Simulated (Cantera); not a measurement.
Cantera run:

```python
import numpy as np
import cantera as ct

gas_names = """
    H HNO HNO2 HNO3 HO2 H2 H2O H2O2 N NH NH2 NH3 NH2OH NO NO2 NO3 N2 N2H2 N2H4 N2O O OH O2 O3 Pb PbO Pb2
""".split()
cond_names = """
    H2O(s) H2O(L) Pb(cr) Pb(L) PbO(rd) PbO(yw) PbO(L) PbO2(s) Pb3O4(s)
""".split()


def load(file, names, dense=False):
    # The tables refer to 1 bar. Condensed volumes are neglected.
    table = {s.name: s for s in ct.Species.list_from_file(file)}
    out = []
    for n in names:
        d = dict(table[n].input_data)
        d["thermo"] = dict(d["thermo"], **{"reference-pressure": 1e5})
        if dense:
            d["equation-of-state"] = {"model": "constant-volume", "density": "1e6 g/cm^3"}
        out.append(ct.Species.from_dict(d))
    return out


gas = ct.Solution(thermo="ideal-gas", species=load("nasa_gas.yaml", gas_names))
cond = {s.name: ct.Solution(thermo="fixed-stoichiometry", species=[s], name=s.name)
        for s in load("nasa_condensed.yaml", cond_names, dense=True)}
atoms = {
    'PbO': {'Pb': 1, 'O': 1},
    'H2': {'H': 2},
    'N2': {'N': 2},
}
top_T = {'Pb3O4(s)': 820}  # K; cautious upper limits of use, not melting points


def equilibrate(T, P, feed):
    n = {}
    for name, mol in feed.items():
        for a, k in atoms[name].items():
            n[a] = n.get(a, 0.0) + k * mol
    gas.TPX = T, P, n
    mass = sum(n.values()) * gas.mean_molecular_weight
    gas.equilibrate("TP")
    valid = [c for c in cond.values() if c.min_temp <= T <= top_T.get(c.name, c.max_temp)]
    mix = ct.Mixture([(gas, mass / gas.mean_molecular_weight)] + [(c, 0.0) for c in valid])
    mix.T, mix.P = T, P
    mix.equilibrate("TP", solver="vcs", rtol=1e-11, max_steps=5000)
    return mix


results = []
feed = {'PbO': 1, 'H2': 1.2, 'N2': 59}  # mol
P = 101325  # Pa
for T in [1150, 1175, 1200, 1225, 1250, 1275, 1300, 1325, 1350, 1375, 1400, 1425, 1450, 1475]:
    mix = equilibrate(T, P, feed)
    results.append((T, P, feed, dict(zip(mix.species_names, mix.species_moles))))
    x = sorted(zip(gas.X, gas.species_names), reverse=True)
    print(f"T = {T:g} K  P = {P:g} Pa  gas = {mix.phase_moles(0):.4g} mol")
    print("   x: " + "  ".join(f"{s} {v:.3e}" for v, s in x if v > 1e-05))
    print("   condensed (mol): " + ("  ".join(f"{mix.phase(i).name} {mix.phase_moles(i):.4g}"
          for i in range(1, mix.n_phases) if mix.phase_moles(i) > 1e-12) or "none"))
```

Output:

```
T = 1150 K  P = 101325 Pa  gas = 60.22 mol
   x: N2 9.798e-01  H2O 1.661e-02  H2 3.321e-03  Pb 2.859e-04
   condensed (mol): Pb(L) 0.9828
T = 1175 K  P = 101325 Pa  gas = 60.23 mol
   x: N2 9.796e-01  H2O 1.660e-02  H2 3.321e-03  Pb 4.298e-04
   condensed (mol): Pb(L) 0.9741
T = 1200 K  P = 101325 Pa  gas = 60.24 mol
   x: N2 9.794e-01  H2O 1.660e-02  H2 3.320e-03  Pb 6.347e-04
   condensed (mol): Pb(L) 0.9618
T = 1225 K  P = 101325 Pa  gas = 60.26 mol
   x: N2 9.792e-01  H2O 1.660e-02  H2 3.319e-03  Pb 9.223e-04
   condensed (mol): Pb(L) 0.9444
T = 1250 K  P = 101325 Pa  gas = 60.28 mol
   x: N2 9.788e-01  H2O 1.659e-02  H2 3.318e-03  Pb 1.320e-03
   condensed (mol): Pb(L) 0.9204
T = 1275 K  P = 101325 Pa  gas = 60.31 mol
   x: N2 9.782e-01  H2O 1.658e-02  H2 3.317e-03  Pb 1.861e-03
   condensed (mol): Pb(L) 0.8877
T = 1300 K  P = 101325 Pa  gas = 60.36 mol
   x: N2 9.775e-01  H2O 1.657e-02  H2 3.315e-03  Pb 2.590e-03
   condensed (mol): Pb(L) 0.8436
T = 1325 K  P = 101325 Pa  gas = 60.42 mol
   x: N2 9.766e-01  H2O 1.655e-02  Pb 3.558e-03  H2 3.312e-03
   condensed (mol): Pb(L) 0.7849
T = 1350 K  P = 101325 Pa  gas = 60.49 mol
   x: N2 9.753e-01  H2O 1.653e-02  Pb 4.829e-03  H2 3.309e-03
   condensed (mol): Pb(L) 0.7076
T = 1375 K  P = 101325 Pa  gas = 60.59 mol
   x: N2 9.737e-01  H2O 1.650e-02  Pb 6.479e-03  H2 3.306e-03
   condensed (mol): Pb(L) 0.607
T = 1400 K  P = 101325 Pa  gas = 60.72 mol
   x: N2 9.716e-01  H2O 1.646e-02  Pb 8.600e-03  H2 3.302e-03
   condensed (mol): Pb(L) 0.477
T = 1425 K  P = 101325 Pa  gas = 60.89 mol
   x: N2 9.690e-01  H2O 1.641e-02  Pb 1.130e-02  H2 3.297e-03  PbO 1.277e-05
   condensed (mol): Pb(L) 0.3108
T = 1450 K  P = 101325 Pa  gas = 61.1 mol
   x: N2 9.656e-01  H2O 1.635e-02  Pb 1.470e-02  H2 3.293e-03  PbO 1.983e-05
   condensed (mol): Pb(L) 0.09981
T = 1475 K  P = 101325 Pa  gas = 61.2 mol
   x: N2 9.641e-01  H2O 1.631e-02  Pb 1.630e-02  H2 3.294e-03  PbO 2.610e-05
   condensed (mol): none
```

Cantera equilibrium calculation (NASA polynomials, part measured and part estimated; ideal gas, pure solids and liquids).
